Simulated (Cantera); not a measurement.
Input: 1 mol Si3H8, 0.042 mol Cl2, 150 mol H2, a varied amount of HCl, at 1550 K and 3.60 mbar.

Equilibrium computed with Cantera from the NASA thermochemical tables; the gas is ideal and each condensed phase is pure. Candidate condensed phases: Si; 19 gas species. The feed counts by its element totals alone. Equilibrium is a limit: real reactors are often held back by kinetics, nucleation or transport.

### Question
At 0.93 mol HCl, list the 4 most abundant gas species with their mole fractions, and the condensed phases.

### Answer
H2 0.993, HCl 0.00627, H 0.000523, SiCl2 0.000132. Condensed: Si(s).
